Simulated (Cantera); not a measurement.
Equilibrium for carbon deposition, reforming and gasification: C6H6 + H2 + N2

Charge: 1 mol C6H6, 4.7 mol H2, 0.53 mol N2, at 2625 K.

These are equilibrium values from Cantera (NASA tables, ideal gas, pure condensed phases), not measurements of a reactor. Candidate condensed phases: C, C6H6, C7H8, C8H18; 92 gas species. The ideal-gas law is rough above about 30 bar. The numbers say what is thermodynamically allowed, not how fast it happens.

From 10.0 Pa to 100 bar the condensed part is C(graphite). The main C-bearing gas is C3 at 10.0 Pa and C2H2 (acetylene) at 100 bar. The share of C in condensed phases is highest at 5.20 mbar (93.3 %) and lowest at 10.0 Pa (67.3 %).

```
P (Pa)      x H2      x H    x N2      x C3    x HCN  x C2H2 (acetylene)  n C(graphite)
--------  ------  -------  ------  --------  -------  ------------------  -------------
10        0.0424    0.875  0.0290    0.0316  0.00334            0.000758           4.04
72         0.213    0.730  0.0348   0.00439  0.00820             0.00380           5.52
520        0.510    0.420  0.0424  0.000607   0.0140             0.00910           5.60
3700       0.729    0.188  0.0480   8.54e-5   0.0178              0.0130           5.56
27000      0.837   0.0747  0.0508   1.17e-5   0.0197              0.0149           5.55
190000     0.880   0.0289  0.0519   1.66e-6   0.0204              0.0157           5.54
1400000    0.895   0.0107  0.0524   2.26e-7   0.0207              0.0160           5.52
10000000   0.892  0.00401  0.0531   3.16e-8   0.0207              0.0159           5.44
```
x: gas mole fraction; n: condensed amount in mol.
